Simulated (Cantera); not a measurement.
An adiabatic, constant-pressure homogeneous reactor starts with CO : H₂ : CH₄ : O₂ : N₂ : H₂O = 1 : 0.19 : 0.059 : 0.751 : 2.82 : 0.18 (molar parts), equivalence ratio 0.95, at 1525 K and 10.0 bar.

Cantera simulation using GRI-Mech 3.0 (53 species, 325 reactions); the numbers are that mechanism's predictions, not measurements.

x: mole fraction; the columns are a selection and need not sum to one.

```
t (s)     T (K)    x CO     x H₂   x CH₄     x HCN     x CH₃
--------  -----  ------  -------  ------  --------  --------
1.00e-6    1525   0.200   0.0380  0.0118    <1e-12   5.09e-6
2.85e-6    1531   0.200   0.0372  0.0113  2.15e-11  0.000323
8.11e-6    2525  0.0980  0.00858  <1e-12  3.18e-10    <1e-12
2.31e-5    2889  0.0659  0.00511  <1e-12         ?    <1e-12
6.58e-5    2902  0.0642  0.00497  <1e-12         ?    <1e-12
0.000187   2894  0.0643  0.00500  <1e-12         ?    <1e-12
0.000534   2887  0.0644  0.00504  <1e-12   3.85e-9    <1e-12
0.00152    2886  0.0645  0.00505  <1e-12   3.99e-9    <1e-12
0.00433    2886  0.0645  0.00505  <1e-12   3.99e-9    <1e-12
0.0123     2886  0.0645  0.00505  <1e-12   3.99e-9    <1e-12
0.0351     2886  0.0645  0.00505  <1e-12   3.99e-9    <1e-12
0.100      2886  0.0645  0.00505  <1e-12   3.99e-9    <1e-12
```

Task: What belongs in the gaps?

Result: 
- 2.31e-5, x HCN: 1.26e-9
- 6.58e-5, x HCN: 1.91e-9
- 0.000187, x HCN: 2.94e-9
